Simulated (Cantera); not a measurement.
Input: 1 mol SiH4, 17 mol N2, at 1452 °C.

These are equilibrium values from Cantera (NASA tables, ideal gas, pure condensed phases), not measurements of a reactor. Candidate condensed phases: Si, Si3N4; 18 gas species. Rates play no part.

**Question.** What share of the Si ends up in condensed phases as a function of P (Pa), at 5, 26, 140, 710, 3700, 19000, 100000?

**Answer.** 
```
P (Pa)  Si condensed (%)        as
------  ----------------  --------
5                   59.1     Si(l)
26                  92.1     Si(l)
140                 98.5     Si(l)
710                 99.8  Si3N4(s)
3700               100.0  Si3N4(s)
19000              100.0  Si3N4(s)
100000             100.0  Si3N4(s)
```
